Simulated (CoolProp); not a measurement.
A single-stage vapour-compression cycle with CH3F (R41): evaporating at 224.15 K (dew point), condensing at 258.15 K (bubble point), superheat 5 K, subcooling 0 K, compressor efficiency 0.75, no pressure losses. Each further row changes one setting.

Model: reference Helmholtz-energy equation of state, Lemmon 2006, in CoolProp. It is a short technical equation, of lower accuracy than the large ones.

```json
[
 {"case": "as stated", "cooling COP": "4.06", "pressure ratio": "3.28", "discharge temperature (K)": "319.1", "refrigerating effect (kJ/kg)": "373", "volumetric capacity (kJ/m³)": "2970"},
 {"case": "evaporating temperature 229.15 K", "cooling COP": "4.97", "pressure ratio": "2.69", "discharge temperature (K)": "308.6", "refrigerating effect (kJ/kg)": "375", "volumetric capacity (kJ/m³)": "3610"},
 {"case": "condensing temperature 253.15 K", "cooling COP": "4.89", "pressure ratio": "2.81", "discharge temperature (K)": "306.2", "refrigerating effect (kJ/kg)": "385", "volumetric capacity (kJ/m³)": "3060"},
 {"case": "subcooling 5 K", "cooling COP": "4.19", "pressure ratio": "3.28", "discharge temperature (K)": "319.1", "refrigerating effect (kJ/kg)": "385", "volumetric capacity (kJ/m³)": "3060"},
 {"case": "superheat 15 K", "cooling COP": "3.96", "pressure ratio": "3.28", "discharge temperature (K)": "333.3", "refrigerating effect (kJ/kg)": "386", "volumetric capacity (kJ/m³)": "2900"},
 {"case": "compressor efficiency 0.65", "cooling COP": "3.52", "pressure ratio": "3.28", "discharge temperature (K)": "329.7", "refrigerating effect (kJ/kg)": "373", "volumetric capacity (kJ/m³)": "2970"}
]
```
